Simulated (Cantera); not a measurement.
Feed: 1 mol SiH4, 39 mol H2, held at 900 K and 0.100 bar.

Cantera equilibrium calculation (NASA polynomials, part measured and part estimated; ideal gas, pure solids and liquids). Candidate condensed phases: Si; 9 gas species. Kinetics and transport are ignored.

Base state: H2 1.00 (mole fractions); condensed: Si(s).

### Question
What changes in the equilibrium state with this change: SiH4 replaced by SiCl4?

### Answer
```tsv
species	before	after
H2	1.00	0.968
SiCl4	0	0.0179
HCl	0	0.00733
SiHCl3	0	0.00672
SiH2Cl2	0	0.000239
Si(s), mol	1.000	0
```
The tables' values for SiCl3 are old estimates; treat these amounts as uncertain.
